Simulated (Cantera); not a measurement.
A diamond (100) surface in a fixed gas of H2 with x(CH4) = 0.0072, x(H) = 0.0021, x(CH3) = 3.6e-05, 21.8 Torr; coverages are run to steady state.

Model: the Harris–Goodwin 1993 mechanism for the reconstructed diamond (100) surface, integrated in Cantera.

One state of this run: growth (µm/h) = 0.218; θ c6HH = 0.480; θ c6H* = 0.0327; θ c6*H = 0.464; θ c6** = 0.0216; θ c6HM = 0.000966. θ: site fractions in the mechanism's names (c6HH fully hydrogenated, c6H* and c6*H radical sites, c6** diradical, c6HM methylated).

Which value of T (K) does it belong to?
A) 1075
B) 1150
C) 1000
D) 925

B, 1150
